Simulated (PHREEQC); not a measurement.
Make-up at 60 °C: 0.23 mol LiCl and 0.043 mol Sr(NO3)2 per kg of water. Closed to the air; pH follows from the charge balance.

The numbers come from PHREEQC with the ion-association model, wateq4f.dat.

### Question
The ionic strength comes out as 0.359 mol/kgw. What activity coefficients do Sr+2, NO3-, Cl-, Li+ get?

### Answer
Sr+2 0.25, NO3- 0.63, Cl- 0.65, Li+ 0.71.

This is a speciation only: nothing precipitates in the calculation. Complexes and solids missing from the database can't appear. Away from 25 °C the constants follow the database's enthalpies or fits; those with neither stay at their 25 °C values.
